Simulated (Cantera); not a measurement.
Feed: 1 mol TEOS, 1.6 mol CO2, a varied amount of O3, held at 1825 K and 17.0 Pa.

These are equilibrium values from Cantera (NASA tables, ideal gas, pure condensed phases), not measurements of a reactor. Candidate condensed phases: C, C6H6, C7H8, C8H18, H2O, Si, SiC, SiO2; 123 gas species. The feed counts by its element totals alone. Rates play no part.

Question: At 0.82 mol O3, list the 4 most abundant gas species with their mole fractions, and the condensed phases.

Answer: H2 0.490, CO 0.459, SiO 0.0255, H 0.0236. Condensed: SiC(s).
